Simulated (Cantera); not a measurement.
A perfectly stirred reactor is fed with CH4 : H2 : O2 : N2 = 1 : 0.048 : 4.82 : 16.9 (molar parts), equivalence ratio 0.42, at 2.60 bar; it is adiabatic with a 698 K inlet, and is followed from long to short residence time, starting on the burning branch (τ in s: 0.39, 0.15, 0.059, 0.023, 0.0089, 0.0035, 0.0014, 0.00053, 0.00021, 8e-05, 3.1e-05, 1.2e-05).

Detailed kinetics in Cantera: GRI-Mech 3.0 (53 species, 325 reactions).

One state of this run: T (K) = 1634; x CH4 = 0.000349; x H2 = 0.000515; x O2 = 0.126; x N2O = 1.32e-6; x HO2 = 3.75e-5. x: mole fraction; the columns are a selection and need not sum to one.

Question: Which value of τ (s) does it belong to?
A. 0.39
B. 0.00053
C. 3.1e-5
D. 0.059

Answer: B, 0.00053
